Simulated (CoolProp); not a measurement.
R134a along the isotherm 376.6 K: density (kg/m³) from the reference equation and from simpler models built on Tc = 374.2 K, pc = 4.059 MPa, ω = 0.327; each cubic takes its own stable root.

Computed with CoolProp (reference Helmholtz-energy equation of state, Tillner-Roth 1994).

```tsv
p (MPa)	phase	reference
0.0321	gas	1.049
0.0571	gas	1.870
0.101	gas	3.320
0.18	gas	5.958
0.321	gas	10.76
0.571	gas	19.59
1.01	gas	36.22
1.8	gas	70.91
3.21	gas	163.4
5.71	supercritical	823.5
10.1	supercritical	947.4
```

Task: How far does each simpler model (ideal gas, van der Waals, Redlich-Kwong, Soave-Redlich-Kwong, Peng-Robinson) lie from the reference over these 11 states: mean and median of the absolute difference, and the worst?

Result: 
- ideal gas: mean 19.6 %, median 5.0 %, worst -77.4 % at 376.6 K and 5.71 MPa
- van der Waals: mean 7.1 %, median 0.8 %, worst -33.0 % at 376.6 K and 5.71 MPa
- Redlich-Kwong: mean 3.6 %, median 0.2 %, worst -20.2 % at 376.6 K and 5.71 MPa
- Soave-Redlich-Kwong: mean 3.8 %, median 0.2 %, worst -20.9 % at 376.6 K and 5.71 MPa
- Peng-Robinson: mean 2.0 %, median 0.4 %, worst -12.5 % at 376.6 K and 5.71 MPa
